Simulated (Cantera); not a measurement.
Charge: 1 mol Al, 1 mol HCl, 270 mol N₂, equilibrated at 1.60 mbar.

Cantera equilibrium calculation (NASA polynomials, part measured and part estimated; ideal gas, pure solids and liquids). Candidate condensed phases: Al, AlCl₃, AlN, NH₄Cl; 20 gas species. Equilibrium is a limit: real reactors are often held back by kinetics, nucleation or transport.

**Question.** At 1873 K, list the 4 most abundant gas species with their mole fractions, and the condensed phases.

**Answer.** N₂ 0.994, AlCl 0.00347, H₂ 0.00146, H 0.000616. Condensed: gas only.
